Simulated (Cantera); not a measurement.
A closed system holds: 1 mol Si2Cl6, 1.9 mol HCl, 520 mol H2, equilibrated at 602 °C and 368 Torr.

Equilibrium computed with Cantera from the NASA thermochemical tables; the gas is ideal and each condensed phase is pure. Candidate condensed phases: Si; 19 gas species. The feed counts by its element totals alone. Rates play no part.

Base state: H2 0.994, HCl 0.00206, SiHCl3 0.00187, SiCl4 0.00177, SiH2Cl2 0.000180 (mole fractions); condensed: gas only.

Problem. What changes in the equilibrium state with this change: temperature from 602 °C to 1200 °C?

Solution. 
```json
[
 {"species": "H2", "before": "0.994", "after": "0.986"},
 {"species": "HCl", "before": "0.00206", "after": "0.0137"},
 {"species": "SiCl2", "before": "1.79e-6", "after": "0.000601"},
 {"species": "SiHCl3", "before": "0.00187", "after": "1.15e-5"},
 {"species": "H", "before": "<1e-9", "after": "1.79e-5"},
 {"species": "SiCl4", "before": "0.00177", "after": "1.70e-6"},
 {"species": "SiH2Cl2", "before": "0.000180", "after": "1.21e-5"},
 {"species": "SiCl3", "before": "7.38e-6", "after": "1.73e-5"},
 {"species": "Si(s), mol", "before": "0", "after": "1.66"}
]
```
The tables' values for SiCl3 are old estimates; treat these amounts as uncertain.
